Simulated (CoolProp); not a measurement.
A Linde-Hampson liquefier for methane: isothermal reversible compression at 300 K from 1 atm to 5 MPa, throttling to 1 atm, return gas leaving the recuperator 10 K below the feed. Each further row changes one setting.

Model: reference Helmholtz-energy equation of state, Setzmann 1991, in CoolProp.

```csv
case,liquid yield per pass,compression work (kJ/kg of gas)
as stated,(withheld),594
high pressure 10 MPa,(withheld),(withheld)
warm-end temperature 330 K,(withheld),(withheld)
warm-end gap 15 K,(withheld),594
```

Question: What belongs in the gaps?

Answer: 
- as stated, liquid yield per pass: 0.030
- high pressure 10 MPa, liquid yield per pass: 0.086
- high pressure 10 MPa, compression work (kJ/kg of gas): 689
- warm-end temperature 330 K, liquid yield per pass: 0.018
- warm-end temperature 330 K, compression work (kJ/kg of gas): 657
- warm-end gap 15 K, liquid yield per pass: 0.017
